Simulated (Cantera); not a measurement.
An isothermal, constant-pressure homogeneous reactor starts with 21.4 % H₂, 59.5 % O₂, 19.0 % N₂, equivalence ratio 0.18, at 1400 K and 0.00276 atm.

Computed with Cantera and the H2/O2 subset of GRI-Mech 3.0, which has no nitrogen chemistry. Radical loss at walls, strong at low pressure, is not modelled. The temperature is held fixed by assumption; the heat of reaction is taken as removed at once.

Problem. Predict: x(H₂) at 30.0 s; x(O₂) at 30.0 s; x(O) at 30.0 s; x(H) at 30.0 s; x(OH) at 30.0 s.

Solution. 
```
Quantity                                             Value
---------------  -----------------------------------------
x(H₂) at 30.0 s    8.64e-6 (gas-phase equilibrium 2.79e-6)
x(O₂) at 30.0 s        0.546 (gas-phase equilibrium 0.547)
x(O) at 30.0 s     4.12e-5 (gas-phase equilibrium 1.33e-5)
x(H) at 30.0 s     8.42e-7 (gas-phase equilibrium 1.55e-7)
x(OH) at 30.0 s  0.000465 (gas-phase equilibrium 0.000264)
```
